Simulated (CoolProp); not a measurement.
The numbers come from the reference Helmholtz-energy equation of state, Lemmon 2006 in CoolProp. It is a short technical equation, of lower accuracy than the large ones.

Q: Give the vapour pressure (bar), liquid density (kg/m³), vapour density (kg/m³), liquid viscosity (µPa s) of saturated C3F8 (R218) at 197.9 K.

A: 
```json
[
 {"T (K)": "197.9", "p (bar)": "0.118", "liquid density (kg/m³)": "1750", "vapour density (kg/m³)": "1.36", "liquid viscosity (µPa s)": "893"}
]
```

Viscosity comes from a separate model (Huber 2003), an estimate that may be off by 10 % or more.
